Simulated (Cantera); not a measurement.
A perfectly stirred reactor is fed with CH4 : O2 : N2 : CO2 = 1 : 1.54 : 11.8 : 0.39 (molar parts), at 32000 Pa; it is adiabatic with a 548 K inlet, and is followed from long to short residence time, starting on the burning branch (τ in s: 0.45, 0.15, 0.048, 0.016, 0.0052, 0.0017, 0.00056, 0.00018, 6e-05).

Cantera simulation using GRI-Mech 3.0 (53 species, 325 reactions); the numbers are that mechanism's predictions, not measurements.

Q: What does this change do: 0.047 parts H2 added?

A: 
| quantity | before | after |
|---|---|---|
| blow-out, bracketed by the residence times tried | burning at 16.0 ms, out at 5.20 ms | burning at 16.0 ms, out at 5.20 ms |
| x(CH4) at τ = 0.450 s | 0.000705 | 0.000839 |
| x(O2) at τ = 0.450 s | 0.000573 | 0.000613 |
| x(CO2) at τ = 0.450 s | 0.0552 | 0.0539 |
| x(C2H6) at τ = 0.450 s | 2.93e-6 | 3.67e-6 |
| x(H2O) at τ = 0.450 s | 0.108 | 0.109 |
| x(CH4) at τ = 5.20 ms | 0.0679 | 0.0677 |
| x(O2) at τ = 5.20 ms | 0.105 | 0.104 |
| x(CO2) at τ = 5.20 ms | 0.0265 | 0.0264 |
| x(C2H6) at τ = 5.20 ms | <1e-12 | <1e-12 |
| x(H2O) at τ = 5.20 ms | <1e-12 | <1e-12 |

Q: What does this change do: pressure from 32000 Pa to 25000 Pa?

A: 
```json
[
 {"quantity": "blow-out, bracketed by the residence times tried", "before": "burning at 16.0 ms, out at 5.20 ms", "after": "burning at 16.0 ms, out at 5.20 ms"},
 {"quantity": "x(CH4) at τ = 0.450 s", "before": "0.000705", "after": "0.000406"},
 {"quantity": "x(O2) at τ = 0.450 s", "before": "0.000573", "after": "0.000445"},
 {"quantity": "x(CO2) at τ = 0.450 s", "before": "0.0552", "after": "0.0549"},
 {"quantity": "x(C2H6) at τ = 0.450 s", "before": "2.93e-6", "after": "1.24e-6"},
 {"quantity": "x(H2O) at τ = 0.450 s", "before": "0.108", "after": "0.108"},
 {"quantity": "x(CH4) at τ = 5.20 ms", "before": "0.0679", "after": "0.0679"},
 {"quantity": "x(O2) at τ = 5.20 ms", "before": "0.105", "after": "0.105"},
 {"quantity": "x(CO2) at τ = 5.20 ms", "before": "0.0265", "after": "0.0265"},
 {"quantity": "x(C2H6) at τ = 5.20 ms", "before": "<1e-12", "after": "<1e-12"},
 {"quantity": "x(H2O) at τ = 5.20 ms", "before": "<1e-12", "after": "<1e-12"}
]
```
